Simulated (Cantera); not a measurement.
A Cantera script and what it prints.

```python
import numpy as np
import cantera as ct

gas_names = """
    CL CL2 H HCL H2 N NH NH2 NH3 N2 N2H2 N2H4 Si SiCL SiCL2 SiCL3 SiCL4 SiH SiHCL3 SiH2 SiH2CL2 SiH3
    SiH3CL SiH4 SiN Si2 Si2N Si3
""".split()
cond_names = """
    NH4CL(a) NH4CL(b) Si(cr) Si(L) Si3N4(a)
""".split()


def load(file, names, dense=False):
    # The tables refer to 1 bar. Condensed volumes are neglected.
    table = {s.name: s for s in ct.Species.list_from_file(file)}
    out = []
    for n in names:
        d = dict(table[n].input_data)
        d["thermo"] = dict(d["thermo"], **{"reference-pressure": 1e5})
        if dense:
            d["equation-of-state"] = {"model": "constant-volume", "density": "1e6 g/cm^3"}
        out.append(ct.Species.from_dict(d))
    return out


gas = ct.Solution(thermo="ideal-gas", species=load("nasa_gas.yaml", gas_names))
cond = {s.name: ct.Solution(thermo="fixed-stoichiometry", species=[s], name=s.name)
        for s in load("nasa_condensed.yaml", cond_names, dense=True)}
atoms = {
    'SiH2Cl2': {'Si': 1, 'H': 2, 'CL': 2},
    'N2': {'N': 2},
}
top_T = {'Si3N4(a)': 2400}  # K; cautious upper limits of use, not melting points


def equilibrate(T, P, feed):
    n = {}
    for name, mol in feed.items():
        for a, k in atoms[name].items():
            n[a] = n.get(a, 0.0) + k * mol
    gas.TPX = T, P, n
    mass = sum(n.values()) * gas.mean_molecular_weight
    gas.equilibrate("TP")
    valid = [c for c in cond.values() if c.min_temp <= T <= top_T.get(c.name, c.max_temp)]
    mix = ct.Mixture([(gas, mass / gas.mean_molecular_weight)] + [(c, 0.0) for c in valid])
    mix.T, mix.P = T, P
    mix.equilibrate("TP", solver="vcs", rtol=1e-11, max_steps=5000)
    return mix


results = []
feed = {'SiH2Cl2': 1, 'N2': 4.8}  # mol
P = 170  # Pa
for T in [1300, 1375, 1450, 1525, 1600, 1675, 1750, 1825, 1900, 1975]:
    mix = equilibrate(T, P, feed)
    results.append((T, P, feed, dict(zip(mix.species_names, mix.species_moles))))

top = {s: max(r[3][s] / sum(r[3][g] for g in gas_names) for r in results) for s in gas_names}
cols = sorted((s for s in top if top[s] > 1e-06), key=lambda s: -top[s])[:7]
seen = [c for c in cond_names if any(r[3].get(c, 0) > 1e-12 for r in results)]
print("log10 of partial pressures in bar; condensed amounts in mol")
print(f"{'T/K':>10s}" + "".join(f"{s[:9]:>10s}" for s in cols + seen))
for T, P, feed, n in results:
    ng = sum(n[g] for g in gas_names)
    print(f"{T:10.4g}" + "".join(f"{np.log10(max(n[s] / ng * P / 1e5, 1e-99)):10.3f}" for s in cols)
          + "".join(f"{n.get(c, 0):10.4g}" for c in seen))
```

Output:

```
log10 of partial pressures in bar; condensed amounts in mol
       T/K        N2       HCL        H2     SiCL2        Si     SiCL4         H     Si(L)  Si3N4(a)
      1300    -2.928    -3.430    -4.046    -4.638   -12.613    -4.588    -7.979         0    0.2619
      1375    -2.930    -3.474    -3.988    -4.209   -11.095    -4.950    -7.459         0    0.2281
      1450    -2.929    -3.561    -3.893    -3.965    -9.737    -5.550    -6.971         0     0.182
      1525    -2.928    -3.680    -3.806    -3.831    -8.515    -6.259    -6.529         0    0.1375
      1600    -2.926    -3.817    -3.742    -3.752    -7.410    -6.982    -6.136         0    0.1007
      1675    -2.925    -3.960    -3.700    -3.704    -6.405    -7.685    -5.785         0    0.0721
      1750    -2.922    -3.973    -3.711    -3.714    -5.824    -8.096    -5.489    0.2086         0
      1825    -2.923    -3.959    -3.720    -3.722    -5.342    -8.419    -5.216    0.2026         0
      1900    -2.927    -3.949    -3.733    -3.734    -4.899    -8.724    -4.967    0.1732         0
      1975    -2.934    -3.949    -3.752    -3.753    -4.490    -9.020    -4.740   0.08909         0
```

Equilibrium computed with Cantera from the NASA thermochemical tables; the gas is ideal and each condensed phase is pure. N2 is the only nitrogen source here; it is nearly inert below about 1500 K, so the nitride shown seldom forms there in practice. The tables' values for SiCl3, SiCl, SiN are old estimates; treat these amounts as uncertain.
